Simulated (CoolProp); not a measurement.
Vapour-liquid equilibrium of R114 (1) + R113 (2) at 97.25 °C; x and y are mole fractions of (1).

Model: multi-fluid Helmholtz-energy mixture model, Platzer 1990 and Marx 1992; pair parameters Bell 2016, in CoolProp. This equation is an older, rougher fit; its heat capacities, sound speeds and derivatives of the liquid may be far off and weren't checked against measurements.

```
x     bubble pressure (kPa)  y at the bubble point  dew pressure at overall composition x (kPa)  liquid density (mol/L)
----  ---------------------  ---------------------  -------------------------------------------  ----------------------
0.05                  450.6                  0.126                                        424.6                     [?]
0.15                  535.6                    [?]                                        459.4                   7.330
0.25                    [?]                  0.473                                        500.2                   7.314
0.35                  711.8                  0.588                                        548.8                   7.292
0.45                  802.5                  0.681                                        607.4                   7.263
0.55                  894.7                  0.757                                        679.6                   7.227
0.65                  988.8                  0.822                                        769.9                   7.182
0.75                   1085                    [?]                                        885.2                   7.127
0.85                   1185                  0.930                                         1035                     [?]
0.95                   1289                  0.977                                         1228                     [?]
```

### Question
What belongs in the gaps?

### Answer

- 0.05, liquid density (mol/L): 7.342
- 0.15, y at the bubble point: 0.325
- 0.25, bubble pressure (kPa): 622.8
- 0.75, y at the bubble point: 0.879
- 0.85, liquid density (mol/L): 7.059
- 0.95, liquid density (mol/L): 6.976

No azeotrope shows between x = 0.05 and 0.95.

Pair parameters are fitted to limited data, so mixtures are less certain than the pure fluids.
